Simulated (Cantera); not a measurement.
Charge: 1 mol N₂O, 5.9 mol H₂O, 0.41 mol O₂, 0.0054 mol SO₂, held at 3198 K and 1.60 bar.

These are equilibrium values from Cantera (NASA tables, ideal gas, pure condensed phases), not measurements of a reactor. Candidate condensed phases: H₂O, H₂SO₄, S; 35 gas species. Kinetics and transport are ignored.

### Question
What is the equilibrium state?

### Answer
```json
{
 "x(H₂O)": "0.447",
 "x(OH)": "0.123",
 "x(N₂)": "0.101",
 "x(O₂)": "0.0980",
 "x(H₂)": "0.0946",
 "x(H)": "0.0680",
 "x(O)": "0.0530",
 "x(NO)": "0.0146",
 "x(SO₂)": "0.000428",
 "gas_amount": "9.256 mol",
 "log10 activity of S(l) (absent)": "-6.37"
}
```
